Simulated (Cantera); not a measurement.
What does this Cantera script print?

```python
import numpy as np
import cantera as ct

gas_names = [...]  # 116 gases of nasa_gas.yaml made of C, H, Mg, O
cond_names = """
    C(gr) C6H6(L) C7H8(L) C8H18(L),n-octa H2O(s) H2O(L) Mg(cr) Mg(L) MgCO3(s) MgO(s) MgO(L) MgO2H2(s)
""".split()


# ... load() reads the species with a 1 bar reference pressure and builds the phases ...
atoms = {
    'MgO': {'Mg': 1, 'O': 1},
    'CH4': {'C': 1, 'H': 4},
    'CO': {'C': 1, 'O': 1},
}
top_T = {'C(gr)': 4500}  # K; cautious upper limits of use, not melting points


# ... equilibrate(T, P, feed) seeds the gas with the atoms and calls Mixture.equilibrate('TP', solver="vcs", rtol=1e-11, max_steps=5000) ...
results = []
feed = {'MgO': 1, 'CH4': 0.42, 'CO': 0.41}  # mol
P = 100000  # Pa
for T in [1673, 1773, 1873, 1973, 2073, 2173, 2273, 2373, 2473, 2573, 2673]:
    mix = equilibrate(T, P, feed)
    results.append((T, P, feed, dict(zip(mix.species_names, mix.species_moles))))

top = {s: max(r[3][s] / sum(r[3][g] for g in gas_names) for r in results) for s in gas_names}
cols = sorted((s for s in top if top[s] > 1e-06), key=lambda s: -top[s])[:7]
seen = [c for c in cond_names if any(r[3].get(c, 0) > 1e-12 for r in results)]
print("log10 of partial pressures in bar; condensed amounts in mol")
print(f"{'T/K':>10s}" + "".join(f"{s[:9]:>10s}" for s in cols + seen))
for T, P, feed, n in results:
    ng = sum(n[g] for g in gas_names)
    print(f"{T:10.4g}" + "".join(f"{np.log10(max(n[s] / ng * P / 1e5, 1e-99)):10.3f}" for s in cols)
          + "".join(f"{n.get(c, 0):10.4g}" for c in seen))
```

Output:

```
log10 of partial pressures in bar; condensed amounts in mol
       T/K        H2        CO        Mg         H       H2O       CO2      MgOH     C(gr)    MgO(s)
      1673    -0.173    -0.484    -3.526    -4.030    -3.907    -4.737    -7.229     0.419    0.9996
      1773    -0.176    -0.482    -2.446    -3.634    -4.145    -5.020    -6.492    0.4148    0.9954
      1873    -0.202    -0.470    -1.496    -3.291    -4.368    -5.249    -5.848    0.3761    0.9569
      1973    -0.396    -0.401    -0.703    -3.068    -4.681    -5.338    -5.357  0.002429    0.5836
      2073    -0.398    -0.401    -0.701    -2.779    -4.078    -4.767    -4.828         0    0.5798
      2173    -0.399    -0.401    -0.701    -2.516    -3.531    -4.248    -4.349         0    0.5792
      2273    -0.402    -0.402    -0.701    -2.277    -3.036    -3.778    -3.915         0    0.5775
      2373    -0.408    -0.404    -0.698    -2.059    -2.589    -3.351    -3.520         0     0.573
      2473    -0.419    -0.408    -0.692    -1.861    -2.189    -2.966    -3.161         0    0.5623
      2573    -0.439    -0.416    -0.678    -1.683    -1.841    -2.624    -2.837         0      0.54
      2673    -0.474    -0.429    -0.653    -1.527    -1.548    -2.325    -2.546         0    0.4985
```

Equilibrium computed with Cantera from the NASA thermochemical tables; the gas is ideal and each condensed phase is pure. The tables' values for MgH are old estimates; treat these amounts as uncertain.
